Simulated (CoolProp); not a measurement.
n-perfluoropentane along the isobar 0.828 MPa: density (kg/m³) from the reference equation and from simpler models built on Tc = 147.9 °C, pc = 2.063 MPa, ω = 0.436; each cubic takes its own stable root.

The numbers come from the reference Helmholtz-energy equation of state, Gao 2022 in CoolProp.

```csv
T (°C),phase,reference
0.95,liquid,1685
16.95,liquid,1635
32.95,liquid,1583
48.85,liquid,1527
64.85,liquid,1466
80.85,liquid,1398
96.85,liquid,1317
112.85,gas,96.80
128.85,gas,88.13
```

Problem. How far does each simpler model (van der Waals, Redlich-Kwong, Soave-Redlich-Kwong, Peng-Robinson) lie from the reference over these 9 states: mean and median of the absolute difference, and the worst?

Solution. 
- van der Waals: mean 44.0 %, median 39.8 %, worst -92.7 % at 96.85 °C and 0.828 MPa
- Redlich-Kwong: mean 20.1 %, median 13.2 %, worst -92.2 % at 96.85 °C and 0.828 MPa
- Soave-Redlich-Kwong: mean 6.5 %, median 6.9 %, worst -11.5 % at 96.85 °C and 0.828 MPa
- Peng-Robinson: mean 3.4 %, median 4.0 %, worst +5.4 % at 16.95 °C and 0.828 MPa

At some of these states van der Waals, Redlich-Kwong gives the other phase, because its saturation line lies elsewhere.
